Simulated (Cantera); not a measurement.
Charge: 1 mol Si2Cl6, 2 mol NH3, 51 mol N2, held at 1625 °C and 57000 Pa.

Cantera equilibrium calculation (NASA polynomials, part measured and part estimated; ideal gas, pure solids and liquids). Candidate condensed phases: NH4Cl, Si, Si3N4; 28 gas species. The feed counts by its element totals alone. The tables' values for SiCl3, SiCl are old estimates; treat these amounts as uncertain. Rates play no part.

Base state: N2 0.897, HCl 0.0418, H2 0.0309, SiCl2 0.0281, SiCl3 0.00169, Cl 0.000186, H 0.000182, SiCl4 0.000138 (mole fractions); condensed: Si3N4(s).

Q: What changes in the equilibrium state with this change: temperature from 1625 °C to 502 °C?

A: 
| species | before | after |
|---|---|---|
| N2 | 0.897 | 0.906 |
| HCl | 0.0418 | 0.0553 |
| H2 | 0.0309 | 0.0255 |
| SiCl2 | 0.0281 | <1e-9 |
| SiCl4 | 0.000138 | 0.0128 |
| Cl | 0.000186 | <1e-9 |
| H | 0.000182 | <1e-9 |
| SiCl3 | 0.00169 | 1.30e-8 |
| SiCl | 3.53e-5 | <1e-9 |
| SiHCl3 | 3.22e-5 | 3.82e-6 |
| Si3N4(s), mol | 0.0898 | 0.426 |

Q: What changes in the equilibrium state with this change: temperature from 1625 °C to 575 °C?

A: 
```json
[
 {"species": "N2", "before": "0.897", "after": "0.906"},
 {"species": "HCl", "before": "0.0418", "after": "0.0589"},
 {"species": "H2", "before": "0.0309", "after": "0.0237"},
 {"species": "SiCl2", "before": "0.0281", "after": "<1e-9"},
 {"species": "SiCl4", "before": "0.000138", "after": "0.0119"},
 {"species": "Cl", "before": "0.000186", "after": "<1e-9"},
 {"species": "H", "before": "0.000182", "after": "<1e-9"},
 {"species": "Si3N4(s), mol", "before": "0.0898", "after": "0.443"}
]
```
